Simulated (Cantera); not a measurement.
# Ignition delay

Mixture: 4.95 % CH₄, 0.406 % C₂H₆, 19.9 % O₂, 74.8 % N₂, equivalence ratio 0.57, at 750 Torr, adiabatic and at constant pressure. Ignition delay is the time to a rise of 400 K.

Computed with Cantera and GRI-Mech 3.0 (53 species, 325 reactions).

| T0 (K) | delay (ms) |
|---|---|
| 1225 | 4.32 |
| 1275 | 2.45 |
| 1325 | 1.43 |
| 1375 | 0.852 |
| 1425 | 0.523 |
| 1475 | 0.331 |
| 1525 | 0.216 |
| 1575 | 0.147 |
| 1625 | 0.103 |

```
Property                                                 Value
--------------------------------------------------  ----------
apparent activation energy between 1525 and 1625 K  150 kJ/mol
```
